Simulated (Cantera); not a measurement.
Charge: 1 mol N₂O, 0.52 mol H₂, a varied amount of N₂, equilibrated at 3173 K and 100000 Pa.

Equilibrium computed with Cantera from the NASA thermochemical tables; the gas is ideal and each condensed phase is pure. Candidate condensed phases: H₂O; 24 gas species. Kinetics and transport are ignored.

x: gas mole fraction; nothing condenses.

```tsv
n(N₂) (mol)	x N₂	x H₂O	x O₂	x OH	x O	x H	x H₂	x NO
0.85	0.632	0.0993	0.0594	0.0549	0.0484	0.0464	0.0317	0.0277
1.6	0.701	0.0729	0.0451	0.0439	0.0421	0.0426	0.0267	0.0255
3	0.776	0.0467	0.0306	0.0319	0.0347	0.0376	0.0208	0.0221
5.6	0.843	0.0260	0.0186	0.0210	0.0271	0.0318	0.0148	0.0179
11	0.900	___	___	___	___	___	___	___
20	0.935	___	___	___	___	___	___	___
37	0.960	0.00174	0.00222	0.00319	0.00936	0.0140	0.00286	0.00661
```

What belongs in the gaps?


- 11, x H₂O: 0.0116
- 11, x O₂: 0.00962
- 11, x OH: 0.0119
- 11, x O: 0.0195
- 11, x H: 0.0250
- 11, x H₂: 0.00920
- 11, x NO: 0.0133
- 20, x H₂O: 0.00491
- 20, x O₂: 0.00489
- 20, x OH: 0.00653
- 20, x O: 0.0139
- 20, x H: 0.0193
- 20, x H₂: 0.00546
- 20, x NO: 0.00968
